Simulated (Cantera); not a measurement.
A freely propagating, adiabatic, planar premixed flame of CH₃OH : O₂ : N₂ = 1 : 1.15 : 4.34 (molar parts), equivalence ratio 1.3, unburnt at 573 K and 13300 Pa; mixture-averaged transport, grid criteria slope 0.08 and curve 0.16, no radiation.

Cantera simulation using GRI-Mech 3.0 (53 species, 325 reactions); the numbers are that mechanism's predictions, not measurements. GRI-Mech 3.0 was tuned for natural gas; its chemistry of methanol as a main component is partial and can be far from experiment. Burning velocities carry a grid error of a few per cent, more on coarse grids.

Question: What does this change do: inlet temperature 573 to 448 K?

Answer: 
| quantity | before | after |
|---|---|---|
| laminar burning velocity | 171 cm/s | 116 cm/s |
| thermal thickness | 1.47 mm | 1.57 mm |
| peak x(H) | 0.0237 | 0.0222 |
| peak x(OH) | 0.00991 | 0.00859 |
